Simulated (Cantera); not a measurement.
# Thermodynamics of aluminium nitride and oxide growth, feed Al + NH₃ + N₂

Charge: 1 mol Al, 23 mol NH₃, 1.2 mol N₂, equilibrated at 64.0 Pa.

Equilibrium computed with Cantera from the NASA thermochemical tables; the gas is ideal and each condensed phase is pure. Candidate condensed phases: Al, AlN; 13 gas species. Rates play no part.

| T (K) | x H₂ | x N₂ | x Al | x H | x AlH | x NH₃ | n AlN(s) |
|---|---|---|---|---|---|---|---|
| 773 | 0.739 | 0.261 | <1e-12 | 3.08e-11 | <1e-12 | 8.23e-7 | 1.00 |
| 873 | 0.739 | 0.261 | <1e-12 | 1.59e-9 | <1e-12 | 3.15e-7 | 1.00 |
| 973 | 0.739 | 0.261 | <1e-12 | 3.67e-8 | <1e-12 | 1.45e-7 | 1.00 |
| 1073 | 0.739 | 0.261 | <1e-12 | 4.76e-7 | <1e-12 | 7.69e-8 | 1.00 |
| 1173 | 0.739 | 0.261 | 4.67e-12 | 4.01e-6 | <1e-12 | 4.52e-8 | 1.00 |
| 1273 | 0.739 | 0.261 | 8.11e-10 | 2.42e-5 | 6.03e-11 | 2.88e-8 | 1.00 |
| 1373 | 0.739 | 0.261 | 6.59e-8 | 0.000113 | 2.97e-9 | 1.95e-8 | 1.000 |
| 1473 | 0.738 | 0.261 | 2.93e-6 | 0.000430 | 8.55e-8 | 1.40e-8 | 1.000 |
| 1573 | 0.737 | 0.261 | 7.99e-5 | 0.00138 | 1.60e-6 | 1.04e-8 | 0.996 |
| 1673 | 0.734 | 0.261 | 0.00146 | 0.00386 | 2.08e-5 | 7.98e-9 | 0.931 |
| 1773 | 0.709 | 0.262 | 0.0190 | 0.00947 | 0.000199 | 6.05e-9 | 0.0706 |
x: gas mole fraction; n: condensed amount in mol.

From 773 K to 1773 K the condensed part is AlN(s).
